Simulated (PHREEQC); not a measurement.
A solution holds 0.0033 mol/kgw H3PO4 and 0.0015 mol/kgw HNO3, at 27 °C. Closed to the air; pH follows from the charge balance.

All values are PHREEQC results (ion-association model, phreeqc.dat), not measurements.

This is a speciation only: nothing precipitates in the calculation.

Task: Predict the pH.

Result: pH 2.46.

Task: In which forms is P present?

Result: H2PO4- 67 %, H3PO4 33 % of the P.
